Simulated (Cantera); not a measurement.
A freely propagating, adiabatic, planar premixed flame of H2 : O2 : N2 = 1 : 0.602 : 2.71 (molar parts), equivalence ratio 0.83, unburnt at 300 K and 100.0 Torr; multicomponent transport, grid criteria slope 0.08 and curve 0.16, no radiation.

Cantera simulation using the H2/O2 subset of GRI-Mech 3.0, which has no nitrogen chemistry; the numbers are that mechanism's predictions, not measurements. Burning velocities carry a grid error of a few per cent, more on coarse grids.

x: mole fraction of selected species; z is measured from the peak of heat release.

```
z (mm)  T (K)  u (m/s)    x H2    x O2   x H2O2      x H     x H2O  x HO2
------  -----  -------  ------  ------  -------  -------  --------  -----
-14.8     300     1.33   0.232   0.140    <1e-8    <1e-8     <1e-8  <1e-8
-9.89     300     1.33   0.232   0.140    <1e-8    <1e-8     <1e-8  <1e-8
-7.42     300     1.33   0.232   0.140    <1e-8    <1e-8     <1e-8  <1e-8
-4.94     300     1.33   0.232   0.140    <1e-8    <1e-8   6.12e-8  <1e-8
-2.47     306     1.35   0.227   0.140  3.80e-6  8.51e-7  0.000146      …
-1.24     539     2.31   0.193   0.136  3.77e-5  0.00281    0.0179      …
0         948     3.94   0.111   0.107  7.96e-7   0.0236    0.0871      …
1.24     1224     5.04  0.0401  0.0596  9.47e-7   0.0411     0.172      …
2.47     1358     5.56  0.0244  0.0448  8.74e-7   0.0391     0.197      …
4.94     1494     6.07  0.0222  0.0401  5.68e-7   0.0298     0.207      …
9.89     1629     6.57  0.0203  0.0368  2.99e-7   0.0202     0.216      …
19.8     1755     7.01  0.0167  0.0336  1.54e-7   0.0120     0.227      …
39.5     1862     7.38  0.0120  0.0309  8.60e-8  0.00614     0.237      …
```

**Question.** Fill in the missing entries.

**Answer.** 
- -2.47, x HO2: 2.29e-5
- -1.24, x HO2: 7.06e-5
- 0, x HO2: 2.06e-5
- 1.24, x HO2: 9.20e-6
- 2.47, x HO2: 5.98e-6
- 4.94, x HO2: 4.39e-6
- 9.89, x HO2: 3.28e-6
- 19.8, x HO2: 2.39e-6
- 39.5, x HO2: 1.65e-6
